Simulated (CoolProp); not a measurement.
C3F8 (R218) along the isobar 101 kPa: Z from the reference equation and from simpler models built on Tc = 345.0 K, pc = 2640 kPa, ω = 0.317; each cubic takes its own stable root.

Model: reference Helmholtz-energy equation of state, Lemmon 2006, in CoolProp. It is a short technical equation, of lower accuracy than the large ones.

```tsv
T (K)	phase	reference	Redlich-Kwong	Peng-Robinson
140.1	liquid	0.008332	0.009185	0.008044
146	liquid	(withheld)	0.008890	(withheld)
152	liquid	0.007848	0.008618	0.007514
157.9	liquid	0.007637	0.008374	0.007285
163.8	liquid	0.007443	0.008151	0.007075
169.7	liquid	0.007264	0.007948	0.006883
175.6	liquid	0.007098	0.007763	0.006707
181.6	liquid	0.006943	0.007591	0.006542
187.5	liquid	0.006802	0.007437	0.006394
193.4	liquid	(withheld)	0.007298	0.006258
199.3	liquid	0.006551	0.007171	0.006134
205.3	liquid	0.006439	0.007056	0.006020
```

Task: Complete the blanks.

Result: 
- 146, reference: 0.008082
- 146, Peng-Robinson: 0.007769
- 193.4, reference: 0.006671
